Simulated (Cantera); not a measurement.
## Equilibrium for halide evaporation, hydrolysis and transport: CsCl + H₂

A closed system holds: 1 mol CsCl, 8.3 mol H₂, held at 0.840 Pa.

Equilibrium computed with Cantera from the NASA thermochemical tables; the gas is ideal and each condensed phase is pure. Candidate condensed phases: Cs, CsCl; 9 gas species. Kinetics and transport are ignored.

```tsv
T (K)	x H₂	x CsCl	x Cs	x HCl	x H	x Cs₂Cl₂	x Cl
923	0.893	0.107	2.97e-5	2.97e-5	7.97e-8	0.000393	2.56e-12
998	0.892	0.107	8.89e-5	8.89e-5	7.01e-7	7.17e-5	6.51e-11
1073	0.892	0.107	0.000228	0.000228	4.57e-6	1.65e-5	1.05e-9
1148	0.892	0.107	0.000514	0.000514	2.33e-5	4.61e-6	1.19e-8
1223	0.891	0.106	0.00105	0.00105	9.79e-5	1.50e-6	9.94e-8
1298	0.890	0.105	0.00197	0.00197	0.000349	5.51e-7	6.51e-7
1373	0.888	0.104	0.00344	0.00343	0.00108	2.24e-7	3.47e-6
1448	0.884	0.101	0.00563	0.00561	0.00299	9.79e-8	1.55e-5
```
x: gas mole fraction; nothing condenses.

From 923 K to 1448 K nothing is condensed. The main Cs-bearing gas is CsCl throughout.
